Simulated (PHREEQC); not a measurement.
A solution holds 0.14 mol Cu(NO3)2, 0.0029 mol HCl and 0.018 mol KCl per kg of water, at 25 °C. Closed to the air; pH follows from the charge balance.

Model: ion-association model, phreeqc.dat, run in PHREEQC.

```tsv
quantity	before	after
pH	2.65	4.16
Cl- (mol/kgw)	0.0191	0.0217
```

Task: Which change was made?
A. temperature from 25 to 75 °C
B. HCl replaced by CuCl2 at the same molality
C. HCl replaced by FeCl3 at the same molality
D. temperature from 25 to 45 °C
E. Cu(NO3)2 replaced by Ca(NO3)2 at the same molality

Result: B, HCl replaced by CuCl2 at the same molality

This is a speciation only: nothing precipitates in the calculation.
